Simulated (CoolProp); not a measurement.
n-butane along the isobar 754 kPa: density (kg/m³) from the reference equation and from simpler models built on Tc = 425.1 K, pc = 3796 kPa, ω = 0.201; each cubic takes its own stable root.

The numbers come from the reference Helmholtz-energy equation of state, Bücker 2006 in CoolProp.

| T (K) | phase | reference |
|---|---|---|
| 278.6 | liquid | 595.7 |
| 305.6 | liquid | 564.9 |
| 332.5 | liquid | 530.4 |
| 359.4 | gas | 16.90 |
| 386.4 | gas | 15.16 |
| 413.3 | gas | 13.83 |
| 440.3 | gas | 12.76 |
| 467.2 | gas | 11.87 |
| 494.2 | gas | 11.12 |
| 521.1 | gas | 10.46 |
| 548.1 | gas | 9.886 |
| 575 | gas | 9.377 |

### Question
How far does each simpler model (van der Waals, Redlich-Kwong, Soave-Redlich-Kwong, Peng-Robinson) lie from the reference over these 12 states: mean and median of the absolute difference, and the worst?

### Answer
- van der Waals: mean 20.0 %, median 0.9 %, worst -96.6 % at 332.5 K and 754 kPa
- Redlich-Kwong: mean 10.0 %, median 0.5 %, worst -96.5 % at 332.5 K and 754 kPa
- Soave-Redlich-Kwong: mean 2.0 %, median 0.1 %, worst -8.7 % at 332.5 K and 754 kPa
- Peng-Robinson: mean 1.7 %, median 0.8 %, worst +5.5 % at 278.6 K and 754 kPa

At some of these states van der Waals, Redlich-Kwong gives the other phase, because its saturation line lies elsewhere.
